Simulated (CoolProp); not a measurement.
R227EA at 249.25 K and 0.551 MPa is throttled through a valve to 0.0752 MPa with no heat exchange. Each further row changes one setting.

Computed with CoolProp (reference Helmholtz-energy equation of state, Lemmon 2016).

```
case                        temperature change (K)  final phase  final density (kg/m³)
--------------------------  ----------------------  -----------  ---------------------
as stated                                     +0.1       liquid                   1570
outlet pressure 0.0226 MPa                       …            …                      …
outlet pressure 0.0978 MPa                    +0.1       liquid                   1570
```

Question: Fill in the missing entries.

Answer: 
- outlet pressure 0.0226 MPa, temperature change (K): -22.4
- outlet pressure 0.0226 MPa, final phase: two-phase, vapour fraction 0.163
- outlet pressure 0.0226 MPa, final density (kg/m³): 12.6
